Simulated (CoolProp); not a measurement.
Vapour-liquid equilibrium of propylene (1) + n-heptane (2) at 0.119 MPa; x and y are mole fractions of (1).

Computed with CoolProp (multi-fluid Helmholtz-energy mixture model, Lemmon 2013 and Span 2003; pair parameters Bell 2016).

Question: Give the bubble temperature and the first vapour's composition at x = 0.125, 0.65, 0.725. Is there an azeotrope?

Answer: x = 0.125: 16.1 °C, y = 0.970; x = 0.65: -36.6 °C, y = 1.000; x = 0.725: -38.3 °C, y = 1.000. No azeotrope shows between x = 0.05 and 0.95.

Pair parameters are fitted to limited data, so mixtures are less certain than the pure fluids. The gap from Raoult's law changes sign with composition, which may be real or a fault of the pair parameters; it wasn't checked against measurements.
